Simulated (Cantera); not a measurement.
Input: 1 mol SiH4, 250 mol H2, equilibrated at 802 °C and 7.50 mbar.

These are equilibrium values from Cantera (NASA tables, ideal gas, pure condensed phases), not measurements of a reactor. Candidate condensed phases: Si; 9 gas species. The numbers say what is thermodynamically allowed, not how fast it happens.

Base state: H2 1.00 (mole fractions); condensed: Si(s).

Question: What changes in the equilibrium state with this change: SiH4 replaced by CH3SiCl3?

Answer: 
```
species      before    after
-----------  ------  -------
H2             1.00    0.988
HCl               0   0.0118
CH4               0  1.04e-5
Si(s), mol    1.000        0
SiC(s), mol       0    0.997
```
The feed counts by its element totals alone. Further candidate phases: C, C6H6, C7H8, C8H18, SiC.
